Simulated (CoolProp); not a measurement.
o-xylene along the isobar 1.26 MPa: Z from the reference equation and from simpler models built on Tc = 630.3 K, pc = 3.737 MPa, ω = 0.312; each cubic takes its own stable root.

Computed with CoolProp (reference Helmholtz-energy equation of state, Zhou 2012).

```
T (K)   phase  reference
-----  ------  ---------
530.2  liquid    0.04728
538.6  liquid    0.04750
555.5     gas     0.7635
564       gas     0.7807
572.4     gas     0.7956
580.9     gas     0.8088
589.3     gas     0.8205
597.8     gas     0.8311
606.2     gas     0.8406
614.6     gas     0.8492
```

Q: How far does each simpler model (van der Waals, Redlich-Kwong, Peng-Robinson) lie from the reference over these 10 states: mean and median of the absolute difference, and the worst?

A: 
- van der Waals: mean 333.0 %, median 7.1 %, worst +1643.4 % at 538.6 K and 1.26 MPa
- Redlich-Kwong: mean 311.2 %, median 3.6 %, worst +1552.4 % at 538.6 K and 1.26 MPa
- Peng-Robinson: mean 1.2 %, median 0.7 %, worst +3.7 % at 538.6 K and 1.26 MPa

At some of these states van der Waals, Redlich-Kwong gives the other phase, because its saturation line lies elsewhere.
